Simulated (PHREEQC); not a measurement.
Solution (75 °C): 0.0024 mol HCl and 0.00091 mol FeSO4 per kg of water. Closed to the air; pH follows from the charge balance.

Equilibrium calculation in PHREEQC: ion-association model, phreeqc.dat.

```
quantity                    before     after
------------------------  --------  --------
pH                            2.71      2.98
ionic strength (mol/kgw)   0.00511   0.00269
SO4-2 (mol/kgw)           0.000536  0.000325
HSO4- (mol/kgw)           0.000284   9.71e-5
```

Q: Which change was made?
A) FeSO4 from 0.00091 to 0.000455 mol/kgw
B) HCl replaced by AlCl3 at the same molality
C) FeSO4 replaced by CdSO4 at the same molality
D) diluted 10-fold with water
E) diluted 2-fold with water

A: E, diluted 2-fold with water

No solid was allowed to form. Away from 25 °C the constants follow the database's enthalpies or fits; those with neither stay at their 25 °C values.
